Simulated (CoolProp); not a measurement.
Vapour-liquid equilibrium of methanol (1) + dimethyl carbonate (2) at 0.183 MPa; x and y are mole fractions of (1).

Computed with CoolProp (multi-fluid Helmholtz-energy mixture model, de Reuck 1993 and Zhou 2011; pair parameters Bell 2016).

Problem. Give the bubble temperature and the first vapour's composition at x = 0.275, 0.425, 0.95. Is there an azeotrope?

Solution. x = 0.275: 87.5 °C, y = 0.585; x = 0.425: 83.7 °C, y = 0.676; x = 0.95: 80.0 °C, y = 0.942. y crosses x between x = 0.875 and 0.95: the model has an azeotrope there.

Pair parameters are fitted to limited data, so mixtures are less certain than the pure fluids.
